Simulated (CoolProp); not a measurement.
Isohexane along the isotherm 349.2 K: fugacity coefficient from the reference equation and from simpler models built on Tc = 497.7 K, pc = 3.043 MPa, ω = 0.280; each cubic takes its own stable root.

Model: reference Helmholtz-energy equation of state, Lemmon 2006, in CoolProp. It is a short technical equation, of lower accuracy than the large ones.

```
p (MPa)   phase  reference
-------  ------  ---------
3.04     liquid    0.05804
6.09     liquid    0.03363
9.13     liquid    0.02600
12.2     liquid    0.02256
15.2     liquid    0.02090
18.3     liquid    0.02011
21.3     liquid    0.01991
24.3     liquid    0.02009
27.4     liquid    0.02059
30.4     liquid    0.02134
```

Question: How far does each simpler model (van der Waals, Redlich-Kwong, Soave-Redlich-Kwong, Peng-Robinson) lie from the reference over these 10 states: mean and median of the absolute difference, and the worst?

Answer: 
- van der Waals: mean 442.6 %, median 433.9 %, worst +644.1 % at 349.2 K and 30.4 MPa
- Redlich-Kwong: mean 77.0 %, median 77.5 %, worst +87.6 % at 349.2 K and 30.4 MPa
- Soave-Redlich-Kwong: mean 7.5 %, median 7.6 %, worst +12.3 % at 349.2 K and 30.4 MPa
- Peng-Robinson: mean 3.0 %, median 3.0 %, worst -6.0 % at 349.2 K and 30.4 MPa
